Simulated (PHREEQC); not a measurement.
Make-up at 80 °C: 17 mmol/kgw Pb(NO3)2. Closed to the air; pH follows from the charge balance.

The numbers come from PHREEQC with the ion-association model, wateq4f.dat.

| quantity | before | after |
|---|---|---|
| pH | 4.83 | 5.17 |
| Pb+2 (mol/kgw) | 0.0142 | 0.00319 |
| PbNO3+ (mol/kgw) | 0.00275 | 0.000197 |
| PbOH+ (mol/kgw) | 9.93e-6 | 6.59e-6 |
| SI of Pb(OH)2 (Pb(OH)2) | +0.89 | +1.10 |
| SI of Litharge (PbO) | -3.40 | -3.20 |

What was changed between the two runs?
A) Pb(NO3)2 from 0.017 to 0.0187 mol/kgw
B) 0.00018 mol/kgw Al2(SO4)3 added
C) Pb(NO3)2 from 0.017 to 0.0255 mol/kgw
D) Pb(NO3)2 from 0.017 to 0.17 mol/kgw
E) Pb(NO3)2 from 0.017 to 0.0034 mol/kgw

E, Pb(NO3)2 from 0.017 to 0.0034 mol/kgw

Precipitation was switched off in this run. Some of these states are supersaturated (in Pb(OH)2, for instance). Constants without temperature data keep their 25 °C values here.
